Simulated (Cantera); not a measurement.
Charge: 1 mol BN, 9.8 mol NF3, 28 mol N2, at 1123 K and 0.133 bar.

Equilibrium computed with Cantera from the NASA thermochemical tables; the gas is ideal and each condensed phase is pure. Candidate condensed phases: B, BN; 13 gas species. Kinetics and transport are ignored.

Q: What is the equilibrium state?

A: 
| Quantity | Value |
|---|---|
| x(N2) | 0.609 |
| x(F) | 0.263 |
| x(F2) | 0.109 |
| x(BF3) | 0.0183 |
| x(NF3) | 0.000280 |
| x(NF2) | 2.00e-6 |
| gas amount | 54.79 mol |
| log10 activity of B(s) (absent) | -49.56 |
